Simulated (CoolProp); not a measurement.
Vapour-liquid equilibrium of C2F6 (R116) (1) + propane (2) at 250 K; x and y are mole fractions of (1).

The numbers come from the multi-fluid Helmholtz-energy mixture model, Lemmon 2006 and Lemmon 2009; pair parameters Bell 2016 in CoolProp.

| x | bubble pressure, mixture model (bar) | bubble pressure, Raoult's law (bar) | y, mixture model | y, Raoult's law |
|---|---|---|---|---|
| 0.05 | ? | 2.546 | ? | 0.187 |
| 0.2 | ? | 3.644 | ? | 0.521 |
| 0.35 | ? | 4.742 | 0.733 | 0.701 |
| 0.5 | ? | 5.841 | 0.760 | 0.813 |
| 0.65 | ? | 6.939 | 0.797 | 0.890 |
| 0.8 | 9.108 | 8.038 | 0.857 | 0.946 |
| 0.95 | ? | 9.136 | 0.956 | 0.988 |

Task: What belongs in the gaps?

Result: 
- 0.05, bubble pressure, mixture model (bar): 4.086
- 0.05, y, mixture model: 0.463
- 0.2, bubble pressure, mixture model (bar): 6.873
- 0.2, y, mixture model: 0.689
- 0.35, bubble pressure, mixture model (bar): 7.747
- 0.5, bubble pressure, mixture model (bar): 8.200
- 0.65, bubble pressure, mixture model (bar): 8.647
- 0.95, bubble pressure, mixture model (bar): 9.450

The largest gap from Raoult's law is +88.6 % in bubble pressure, at x = 0.2. No azeotrope shows between x = 0.05 and 0.95.

The pair parameters rest on a limited set of measurements; away from them the model extrapolates. With so large a gap from Raoult's law the liquid may split in two, which this calculation doesn't test in full.
